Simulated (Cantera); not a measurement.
## Ignition delay

Mixture: 4.31 % CH₄, 13.4 % O₂, 82.3 % N₂, equivalence ratio 0.64, at 5.00 bar, adiabatic and at constant pressure. Ignition delay is the time to a rise of 400 K.

Computed with Cantera and GRI-Mech 3.0 (53 species, 325 reactions).

| T0 (K) | delay (ms) |
|---|---|
| 1125 | 34.2 |
| 1175 | 17.4 |
| 1225 | 9.20 |
| 1275 | 5.00 |
| 1325 | 2.79 |
| 1375 | 1.59 |
| 1425 | 0.930 |

```
Item                                                    Result
--------------------------------------------------  ----------
apparent activation energy between 1325 and 1425 K  170 kJ/mol
```
